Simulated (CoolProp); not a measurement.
Values from CoolProp's reference Helmholtz-energy equation of state, McLinden 2015.

**Question.** Give the vapour pressure (MPa), liquid density (kg/m³), enthalpy of vaporisation (kJ/kg), liquid cp (kJ/(kg K)) of saturated the fluoroketone C6F12O (FK-5-1-12) at 15.45, 119.45 °C.

**Answer.** 
```tsv
T (°C)	p (MPa)	liquid density (kg/m³)	enthalpy of vaporisation (kJ/kg)	liquid cp (kJ/(kg K))
15.45	0.0266	1630	97.4	1.10
119.45	0.703	1250	61.6	1.25
```
